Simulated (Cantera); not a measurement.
Thermodynamics of silicon epitaxy and polysilicon growth, feed SiCl4 + N2

Input: 1 mol SiCl4, 150 mol N2, held at 133 Pa.

Method: chemical equilibrium by Gibbs-energy minimisation in Cantera with the NASA 1993 tables (ideal gas, pure condensed phases). Candidate condensed phases: Si, Si3N4; 13 gas species. The tables' values for SiCl3 are old estimates; treat these amounts as uncertain. Kinetics and transport are ignored.

| T (°C) | x N2 | x Cl | x SiCl4 | x SiCl2 |
|---|---|---|---|---|
| 552 | 0.993 | 7.24e-9 | 0.00662 | <1e-12 |
| 627 | 0.993 | 8.03e-8 | 0.00662 | 5.00e-11 |
| 702 | 0.993 | 6.13e-7 | 0.00662 | 1.66e-9 |
| 777 | 0.993 | 3.50e-6 | 0.00662 | 3.33e-8 |
| 852 | 0.993 | 1.60e-5 | 0.00661 | 4.38e-7 |
| 927 | 0.993 | 6.20e-5 | 0.00656 | 3.97e-6 |
| 1002 | 0.993 | 0.000210 | 0.00644 | 2.58e-5 |
| 1077 | 0.993 | 0.000637 | 0.00610 | 0.000125 |
| 1152 | 0.992 | 0.00172 | 0.00535 | 0.000467 |
| 1227 | 0.989 | 0.00404 | 0.00392 | 0.00138 |
| 1302 | 0.986 | 0.00771 | 0.00195 | 0.00310 |
| 1377 | 0.982 | 0.0110 | 0.000502 | 0.00498 |
| 1452 | 0.981 | 0.0124 | 7.53e-5 | 0.00597 |
x: gas mole fraction; nothing condenses.

From 552 °C to 1452 °C nothing is condensed. The main Si-bearing gas is SiCl4 at 552 °C and SiCl2 at 1452 °C.
